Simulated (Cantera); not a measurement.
A perfectly stirred reactor is fed with 15.3 % CO, 15.3 % H2, 10.2 % O2, 59.2 % N2, equivalence ratio 1.5, at 7500 Torr; it is adiabatic with a 625 K inlet, and is followed from long to short residence time, starting on the burning branch (τ in s: 0.063, 0.026, 0.011, 0.0047, 0.002, 0.00084, 0.00035, 0.00015, 6.3e-05, 2.7e-05).

Computed with Cantera and GRI-Mech 3.0 (53 species, 325 reactions). The hydrogen kinetics of GRI-Mech 3.0 are dated; newer H2 mechanisms differ, most at raised pressure.

One state of this run: T (K) = 2184; x CO = 0.0858; x H2 = 0.0276; x O2 = 5.59e-5; x HO2 = 3.61e-8; x O = 5.45e-6; x H2O2 = 1.17e-8. x: mole fraction; the columns are a selection and need not sum to one.

Q: Which value of τ (s) does it belong to?
A. 0.00015
B. 0.00035
C. 0.026
D. 0.063

A: C, 0.026
